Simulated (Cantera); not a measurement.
Input: 1 mol Si2Cl6, 0.036 mol Cl2, 320 mol H2, equilibrated at 13.3 mbar.

Cantera equilibrium calculation (NASA polynomials, part measured and part estimated; ideal gas, pure solids and liquids). Candidate condensed phases: Si; 19 gas species. The feed counts by its element totals alone. Rates play no part.

Over these rows the condensed part is Si(s). Partial pressures as log10 of bar:

```csv
T (K),1000/T (1/K),log p SiCl4,log p H2,log p HCl
1125,0.8889,-5.82,-1.88,-3.66
1175,0.8511,-6.33,-1.88,-3.64
1225,0.8163,-6.82,-1.88,-3.64
1275,0.7843,-7.29,-1.88,-3.64
1325,0.7547,?,-1.88,-3.64
1375,0.7273,-8.13,-1.88,-3.64
```

Question: Fit log p(SiCl4) = a + b·(1000/T) to the five rows, give the apparent enthalpy, and predict the row at 1325 K.

Answer: Means: 1000/T = 0.8136, log p = -6.878. Sxy = 0.220493, Sxx = 0.0153898, so b = 14.33 and a = -6.878 − (14.33)×0.8136 = -18.54.
Apparent enthalpy: −19.145 × (14.33) = -274 kJ/mol. With the condensed phases at unit activity, Si(s) + 4 HCl(g) = SiCl4(g) + 2 H2(g) links this pressure to the main gases: over the six rows their terms move log p by +0.08 in all, so the slope is close to that reaction's ΔH°. The five rows lie within 0.02 of the line.
Prediction at 1325 K: -18.54 + (14.33)×0.7547 = -7.73. The computed value is -7.72, 0.01 from the line.
